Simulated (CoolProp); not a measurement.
Vapour-liquid equilibrium of propane (1) + benzene (2) at 64.65 °C; x and y are mole fractions of (1).

Values from CoolProp's multi-fluid Helmholtz-energy mixture model, Lemmon 2009 and Thol 2012; pair parameters Bell 2016.

Q: Give the bubble pressure and the first vapour's composition at x = 0.05, 0.35, 0.875. Is there an azeotrope?

A: x = 0.05: 0.2339 MPa, y = 0.736; x = 0.35: 0.9724 MPa, y = 0.939; x = 0.875: 1.971 MPa, y = 0.986. No azeotrope shows between x = 0.05 and 0.95.

Pair parameters are fitted to limited data, so mixtures are less certain than the pure fluids. The gap from Raoult's law changes sign with composition, which may be real or a fault of the pair parameters; it wasn't checked against measurements.
